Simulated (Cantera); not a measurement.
Cantera run, input and output.

```python
import numpy as np
import cantera as ct

gas = ct.Solution("gri30.yaml")
gas.TPX = 1175, 1300000, {'CH4': 1, 'CO': 0.24, 'O2': 1.51, 'N2': 5.69, 'H2O': 0.91}
reactor = ct.IdealGasReactor(gas, energy="on", clone=False)
net = ct.ReactorNet([reactor])
net.rtol, net.atol = 1e-08, 1e-16
show = ['CH4', 'CO', 'O2', 'CH2', 'H']
times = np.geomspace(4e-06, 0.4, 11)

steps = ct.SolutionArray(gas, extra=["t"])
rows = []
print(f"{'t/s':>10s}{'T/K':>9s}{'P/Pa':>11s}" + "".join(f"{s:>11s}" for s in show))
for t in times:
    while net.time < t:
        t_next = net.step()
        steps.append(gas.state, t=t_next)
    rows.append([np.interp(t, steps.t, y) for y in (steps.T, steps.P, *steps(*show).X.T)])
    print(f"{t:10.3e}{rows[-1][0]:9.1f}{rows[-1][1]:11.4g}" + "".join(f"{x:11.3e}" for x in rows[-1][2:]))
rate = np.gradient(steps.T, steps.t)
print("integrator steps:", len(steps.t))
if steps.T.max() > steps.T[0] + 200:
    print(f"time of steepest temperature rise: {steps.t[rate.argmax()]:.4e} s")
gas.TPX = 1175, 1300000, {'CH4': 1, 'CO': 0.24, 'O2': 1.51, 'N2': 5.69, 'H2O': 0.91}
gas.equilibrate("UV")
print(f"equilibrium (UV): T = {gas.T:.1f} K  " + "  ".join(f"{s} {gas[s].X[0]:.3e}" for s in show))
```

Result:

```
       t/s      T/K       P/Pa        CH4         CO         O2        CH2          H
 4.000e-06   1175.0    1.3e+06  1.070e-01  2.567e-02  1.615e-01  4.666e-17  5.559e-12
 1.265e-05   1175.0    1.3e+06  1.070e-01  2.567e-02  1.615e-01  3.535e-16  1.387e-11
 4.000e-05   1175.0    1.3e+06  1.070e-01  2.567e-02  1.615e-01  4.068e-15  4.766e-11
 1.265e-04   1175.0    1.3e+06  1.069e-01  2.567e-02  1.615e-01  5.260e-14  1.901e-10
 4.000e-04   1175.1    1.3e+06  1.069e-01  2.566e-02  1.615e-01  1.823e-13  4.235e-10
 1.265e-03   1175.8  1.301e+06  1.068e-01  2.565e-02  1.614e-01  2.914e-13  7.142e-10
 4.000e-03   1180.6  1.306e+06  1.063e-01  2.563e-02  1.610e-01  1.138e-12  2.957e-09
 1.265e-02   2809.4  3.288e+06  4.690e-11  7.502e-02  3.451e-04  6.160e-12  3.357e-03
 4.000e-02   2809.4  3.288e+06  4.690e-11  7.502e-02  3.451e-04  6.160e-12  3.357e-03
 1.265e-01   2809.4  3.288e+06  4.690e-11  7.502e-02  3.451e-04  6.160e-12  3.357e-03
 4.000e-01   2809.4  3.288e+06  4.690e-11  7.502e-02  3.451e-04  6.160e-12  3.357e-03
integrator steps: 2412
time of steepest temperature rise: 8.3633e-03 s
equilibrium (UV): T = 2809.4 K  CH4 5.322e-11  CO 7.502e-02  O2 3.451e-04  CH2 6.703e-12  H 3.357e-03
```

Detailed kinetics in Cantera: GRI-Mech 3.0 (53 species, 325 reactions). The pressure lies above the range GRI-Mech 3.0 was tuned for (to about 10 atm).
